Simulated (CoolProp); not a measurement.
A single-stage vapour-compression cycle with R407C: evaporating at 215.15 K (dew point), condensing at 275.15 K (bubble point), superheat 2 K, subcooling 8 K, compressor efficiency 0.9, no pressure losses. Each further row changes one setting.

Values from CoolProp's reference Helmholtz-energy equation of state, Lemmon 2003. It is a pseudo-pure fit of the blend.

```json
[
 {"case": "as stated", "cooling COP": "2.30", "pressure ratio": "19.3", "discharge temperature (K)": "329.9", "refrigerating effect (kJ/kg)": "187", "volumetric capacity (kJ/m³)": "285"},
 {"case": "evaporating temperature 220.15 K", "cooling COP": "2.61", "pressure ratio": "14.3", "discharge temperature (K)": "324.1", "refrigerating effect (kJ/kg)": "…", "volumetric capacity (kJ/m³)": "383"},
 {"case": "condensing temperature 270.15 K", "cooling COP": "…", "pressure ratio": "16.4", "discharge temperature (K)": "…", "refrigerating effect (kJ/kg)": "194", "volumetric capacity (kJ/m³)": "295"},
 {"case": "subcooling 13 K", "cooling COP": "2.38", "pressure ratio": "19.3", "discharge temperature (K)": "329.9", "refrigerating effect (kJ/kg)": "194", "volumetric capacity (kJ/m³)": "295"},
 {"case": "superheat 12 K", "cooling COP": "2.28", "pressure ratio": "19.3", "discharge temperature (K)": "341.5", "refrigerating effect (kJ/kg)": "194", "volumetric capacity (kJ/m³)": "282"},
 {"case": "compressor efficiency 0.8", "cooling COP": "…", "pressure ratio": "19.3", "discharge temperature (K)": "340.6", "refrigerating effect (kJ/kg)": "187", "volumetric capacity (kJ/m³)": "285"}
]
```

**Question.** Fill in the missing entries.

**Answer.** 
- evaporating temperature 220.15 K, refrigerating effect (kJ/kg): 190
- condensing temperature 270.15 K, cooling COP: 2.54
- condensing temperature 270.15 K, discharge temperature (K): 323.0
- compressor efficiency 0.8, cooling COP: 2.04
